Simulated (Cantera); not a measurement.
Feed: 1 mol SiH₄, 0.057 mol C₂H₄, 490 mol H₂, held at 2125 K and 7.50 Torr.

Cantera equilibrium calculation (NASA polynomials, part measured and part estimated; ideal gas, pure solids and liquids). Candidate condensed phases: C, C₆H₆, C₇H₈, C₈H₁₈, Si, SiC; 87 gas species. Gases not in the tables: Si₂H₆ and higher silanes. Rates play no part.

Base state: H₂ 0.962, H 0.0356, Si 0.00182, C₂H₂ (acetylene) 9.31e-5, SiH 9.18e-5, Si₂C 2.43e-5, SiH₂ 2.09e-5 (mole fractions); condensed: gas only.

Q: What changes in the equilibrium state with this change: SiH₄ replaced by CH₃SiCl₃?

A: 
| species | before | after |
|---|---|---|
| H₂ | 0.962 | 0.956 |
| H | 0.0356 | 0.0355 |
| HCl | 0 | 0.00578 |
| C₂H₂ (acetylene) | 9.31e-5 | 0.000997 |
| Si | 0.00182 | 0.00165 |
| Cl | 0 | 0.000157 |
| SiCl | 0 | 1.65e-5 |
| SiC₂ | 7.51e-6 | 7.35e-5 |
| Si₂C | 2.43e-5 | 6.59e-5 |
| SiH₂ | 2.09e-5 | 1.89e-5 |
The feed counts by its element totals alone. The tables' values for SiCl are old estimates; treat these amounts as uncertain.
